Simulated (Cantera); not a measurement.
A perfectly stirred reactor is fed with 98.7 % N2O, 1.28 % H2O, at 0.0263 atm; it is held at 1525 K, and followed from long to short residence time.

Cantera simulation using GRI-Mech 3.0 (53 species, 325 reactions); the numbers are that mechanism's predictions, not measurements. GRI-Mech 3.0 was tuned for natural gas; its chemistry of N2O as a main component is partial and can be far from experiment. Radical loss at walls, strong at low pressure, is not modelled. The temperature is held fixed by assumption; the heat of reaction is taken as removed at once.

x: mole fraction; the columns are a selection and need not sum to one.

```
τ (s)    x N2O    x H2O     x H2  x H2O2      x H      x NO
-------  -----  -------  -------  ------  -------  --------
0.60     0.338  0.00996  6.77e-7       ?  3.68e-7    0.0995
0.29     0.511   0.0107  5.85e-7       ?  2.99e-7    0.0739
0.14     0.679   0.0114  5.35e-7       ?  2.52e-7    0.0480
0.065    0.815   0.0120  5.21e-7       ?  2.20e-7    0.0269
0.031    0.897   0.0124  5.29e-7       ?  1.98e-7    0.0142
0.015    0.941   0.0126  5.28e-7       ?  1.76e-7   0.00725
0.0069   0.966   0.0127  4.69e-7       ?  1.48e-7   0.00344
0.0033   0.977   0.0127  3.34e-7       ?  1.14e-7   0.00167
0.0016   0.982   0.0128  1.73e-7       ?  7.57e-8  0.000806
0.00074  0.985   0.0128  5.17e-8       ?  3.80e-8  0.000357
```

**Question.** Complete the blanks.

**Answer.** 
- 0.60, x H2O2: 1.28e-9
- 0.29, x H2O2: 2.25e-9
- 0.14, x H2O2: 4.48e-9
- 0.065, x H2O2: 9.74e-9
- 0.031, x H2O2: 1.97e-8
- 0.015, x H2O2: 3.52e-8
- 0.0069, x H2O2: 5.36e-8
- 0.0033, x H2O2: 5.91e-8
- 0.0016, x H2O2: 4.02e-8
- 0.00074, x H2O2: 1.30e-8
